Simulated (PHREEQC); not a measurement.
PHREEQC input (ion-association model, phreeqc.dat):

```
SOLUTION 0
  temp 25
  units mmol/kgw
  pH 7 charge
  S(6) 2.35
  Na 0.9
  Zn 1.9
  Cl 0.01
  O(0) 1 O2(g) -0.68
SOLUTION 1-30
  temp 25
  units mmol/kgw
  pH 7 charge
  Cl 106.01
  Ca 53
  S(6) 11
  Na 22
  O(0) 1 O2(g) -0.68
END
EXCHANGE 1-30
  X 0.0036
  -equilibrate 1
END
SELECTED_OUTPUT 1
  -reset false
  -pH true
  -pe true
  -ionic_strength true
  -water true
  -step true
  -totals Ca Cl Na S Zn S(-2) S(6)
  -molalities CaX2 NaX ZnX2
  -saturation_indices Gypsum Halite Zn(OH)2(e)
PRINT
  -reset false
TRANSPORT
  -cells 30
  -shifts 120
  -lengths 0.0333333
  -time_step 720
  -dispersivities 0.035
  -boundary_conditions flux flux
  -correct_disp true
  -punch_cells 30
  -punch_frequency 4
END
```

Selected output (columns that matter, 16 of 31 rows; pore volumes added in front):

```
pore volumes	pH	mu	Ca	Cl	Na	S	Zn	m_CaX2	m_ZnX2	si_Gypsum	si_Halite	si_Zn(OH)2(e)
0	5.1824	0.17175	0.053	0.10601	0.022	0.011	0	0.0017301	0	0.0412	-4.4665	-1000
0.2833	5.1824	0.17175	0.053	0.10601	0.022	0.011	4.7529e-11	0.0017301	1.3931e-12	0.0412	-4.4665	-12.053
0.55	5.1815	0.16936	0.052232	0.10446	0.021701	0.010874	1.8185e-05	0.00173	5.4122e-07	0.0348	-4.4778	-6.4701
0.8167	5.1653	0.12862	0.039218	0.078174	0.016552	0.0087285	0.00031661	0.0017262	1.2692e-05	-0.0897	-4.7007	-5.2151
1.0833	5.1331	0.061857	0.018132	0.035155	0.0080354	0.0052179	0.00064073	0.0017004	5.6141e-05	-0.4059	-5.3092	-4.8636
1.35	5.1073	0.024152	0.0064353	0.01082	0.0031494	0.0032321	0.00062719	0.0016217	0.00015007	-0.7925	-6.1708	-4.8172
1.6167	5.0952	0.011652	0.0025608	0.002642	0.0014683	0.0025648	0.00058582	0.0014615	0.00031848	-1.1248	-7.0803	-4.8139
1.8833	5.0908	0.0085154	0.0014364	0.0005645	0.0010252	0.0023952	0.00072353	0.0012049	0.00057802	-1.3466	-7.8945	-4.7123
2.15	5.0885	0.0078093	0.00094927	0.00011645	0.00092507	0.0023587	0.0010001	0.00089038	0.00089334	-1.5202	-8.6217	-4.5713
2.4167	5.0869	0.0076373	0.00061687	2.9206e-05	0.0009046	0.0023516	0.001292	0.00059563	0.0011882	-1.7074	-9.2315	-4.4618
2.6833	5.0857	0.0075799	0.00037786	1.332e-05	0.00090073	0.0023503	0.0015237	0.00036847	0.0014154	-1.9211	-9.5742	-4.3919
2.95	5.0849	0.007553	0.0002191	1.0557e-05	0.00090007	0.00235	0.0016812	0.00021466	0.0015692	-2.1586	-9.6754	-4.3503
3.2167	5.0844	0.0075381	0.00012153	1.0091e-05	0.00089998	0.00235	0.0017785	0.00011938	0.0016644	-2.415	-9.6951	-4.3266
3.4833	5.0841	0.0075299	6.5088e-05	1.0015e-05	0.00089998	0.00235	0.0018349	6.4028e-05	0.0017198	-2.6865	-9.6984	-4.3135
3.75	5.0839	0.0075253	3.3902e-05	1.0002e-05	0.00089999	0.00235	0.0018661	3.3377e-05	0.0017504	-2.9699	-9.6989	-4.3064
4.0167	5.0838	0.0075229	1.7271e-05	1e-05	0.00089999	0.00235	0.0018827	1.701e-05	0.0017668	-3.2629	-9.699	-4.3027
```

Complexes and solids missing from the database can't appear.
